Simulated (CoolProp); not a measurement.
Vapour-liquid equilibrium of carbon dioxide (1) + dimethyl ether (2) at -39.75 °C; x and y are mole fractions of (1).

Model: multi-fluid Helmholtz-energy mixture model, Span 1996 and Wu 2011; pair parameters Bell 2016, in CoolProp.

```csv
x,"bubble pressure, mixture model (MPa)","bubble pressure, Raoult's law (MPa)","y, mixture model","y, Raoult's law"
0.05,0.08058,0.09848,0.400,0.515
0.15,0.1479,0.1948,0.703,0.781
0.25,0.2245,0.2912,0.826,0.870
0.35,0.3105,0.3875,0.890,0.916
0.45,0.4051,0.4839,0.929,0.943
0.55,0.5076,0.5802,0.953,0.961
0.65,0.6161,0.6766,0.970,0.974
0.75,0.7287,0.7729,0.982,0.984
0.85,0.8430,0.8693,0.991,0.991
0.95,0.9571,0.9656,0.997,0.997
```

The largest gap from Raoult's law is -24.1 % in bubble pressure, at x = 0.15. No azeotrope shows between x = 0.05 and 0.95.

Pair parameters are fitted to limited data, so mixtures are less certain than the pure fluids.
